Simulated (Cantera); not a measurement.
Feed: 1 mol SiH4, 0.86 mol NO, a varied amount of N2, held at 2100 K and 21.8 Torr.

Cantera equilibrium calculation (NASA polynomials, part measured and part estimated; ideal gas, pure solids and liquids). Candidate condensed phases: H2O, Si, SiO2, Si2N2O, Si3N4; 35 gas species. The tables' values for SiN are old estimates; treat these amounts as uncertain. Gases not in the tables: Si2H6 and higher silanes. Equilibrium is a limit: real reactors are often held back by kinetics, nucleation or transport.

x: gas mole fraction; n: condensed amount in mol.

| n(N2) (mol) | x N2 | x H2 | x SiO | x H | x Si | x Si2N | x SiH | n Si(l) |
|---|---|---|---|---|---|---|---|---|
| 7.7 | 0.733 | 0.176 | 0.0776 | 0.00768 | 0.00460 | 0.000167 | 0.000179 | 0.0797 |
| 13 | 0.818 | 0.119 | 0.0524 | 0.00630 | 0.00460 | 0.000176 | 0.000146 | 0.0509 |
| 17 | 0.852 | 0.0949 | 0.0421 | 0.00564 | 0.00460 | 0.000180 | 0.000131 | 0.0293 |
| 22 | 0.880 | 0.0759 | 0.0338 | 0.00504 | 0.00460 | 0.000183 | 0.000117 | 0.00224 |
| 27 | 0.900 | 0.0632 | 0.0282 | 0.00460 | ? | 0.000138 | 9.22e-5 | 0 |
| 32 | 0.914 | 0.0542 | 0.0242 | 0.00426 | ? | 0.000105 | 7.42e-5 | 0 |
| 37 | 0.924 | 0.0474 | 0.0212 | 0.00398 | ? | 8.28e-5 | 6.14e-5 | 0 |
| 42 | 0.932 | 0.0420 | 0.0189 | 0.00375 | ? | 6.69e-5 | 5.19e-5 | 0 |
| 47 | 0.939 | 0.0378 | 0.0170 | 0.00356 | 0.00249 | 5.52e-5 | 4.47e-5 | 0 |
| 51 | 0.943 | 0.0350 | 0.0158 | 0.00342 | 0.00231 | 4.80e-5 | 4.00e-5 | 0 |

**Question.** Complete the blanks.

**Answer.** 
- 27, x Si: 0.00397
- 32, x Si: 0.00345
- 37, x Si: 0.00306
- 42, x Si: 0.00274
